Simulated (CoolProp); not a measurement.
R236EA along the isobar 6 MPa: fugacity coefficient from the reference equation and from simpler models built on Tc = 412.4 K, pc = 3.414 MPa, ω = 0.368; each cubic takes its own stable root.

Computed with CoolProp (reference Helmholtz-energy equation of state, Rui 2013).

```csv
T (K),phase,reference,van der Waals,Redlich-Kwong
302,liquid,0.04637,0.1729,0.08489
309.3,liquid,0.05792,0.1899,0.1003
316.7,liquid,0.07154,0.2078,0.1174
324,liquid,0.08694,0.2261,0.1358
331.3,liquid,0.1044,0.2450,0.1557
338.7,liquid,0.1242,0.2647,0.1772
346,liquid,0.1459,0.2846,0.1997
353.3,liquid,0.1697,0.3049,0.2234
360.7,liquid,0.1960,0.3258,0.2486
368,liquid,0.2238,0.3467,0.2744
375.3,liquid,0.2536,0.3679,0.3010
382.7,liquid,0.2855,0.3895,0.3286
390,liquid,0.3185,0.4110,0.3563
397.3,liquid,0.3528,0.4324,0.3844
404.7,liquid,0.3885,0.4541,0.4129
412,liquid,0.4244,0.4754,0.4410
```
